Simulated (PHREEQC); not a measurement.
Reverse-osmosis reject

Model water analysis in mmol/kgw, 25 °C, pH 6.56:

```tsv
constituent	mmol/kgw
Na	65.8
K	12
Ca	2.06
Mg	12.1
Cl	104
S(6)	2.74
Alkalinity (meq/kgw)	0.00584
B	0.0378
Si	0.205
Li	0.0299
```

Valence states are taken as typed.

Computed with PHREEQC (Pitzer model, pitzer.dat).

This is a speciation only: nothing precipitates in the calculation.

Question: What specific conductance does the model give?

Answer: specific conductance 11200 µS/cm.

Question: In which forms is C present?

Answer: HCO3- 67 %, CO2 32 % of the C.
